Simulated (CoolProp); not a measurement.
A simple Rankine cycle with cyclopentane: condensing at 313.15 K, boiler at 0.709 MPa, turbine inlet 402.2 K, turbine efficiency 0.7, pump efficiency 0.6, no recuperator. Each further row changes one setting.

The numbers come from the reference Helmholtz-energy equation of state, Gedanitz 2015 in CoolProp.

```
case                             thermal efficiency (%)  net work (kJ/kg)  heat in (kJ/kg)  turbine exit temperature (K)  volume ratio over the turbine
-------------------------------  ----------------------  ----------------  ---------------  ----------------------------  -----------------------------
as stated                                          12.3                 …              510                             …                              …
turbine inlet 422.2 K                              12.3              67.2              547                             …                              …
condensing temperature 305.15 K                    13.4              70.4              525                         344.4                           12.5
boiler pressure 0.496 MPa                          10.7              55.1              517                         360.2                           6.47
turbine efficiency 0.6                             10.5                 …              510                             …                              …
```

Problem. Some entries are withheld; supply them.

Solution. 
- as stated, net work (kJ/kg): 62.7
- as stated, turbine exit temperature (K): 350.2
- as stated, volume ratio over the turbine: 9.44
- turbine inlet 422.2 K, turbine exit temperature (K): 371.9
- turbine inlet 422.2 K, volume ratio over the turbine: 9.35
- turbine efficiency 0.6, net work (kJ/kg): 53.6
- turbine efficiency 0.6, turbine exit temperature (K): 356.4
- turbine efficiency 0.6, volume ratio over the turbine: 9.61
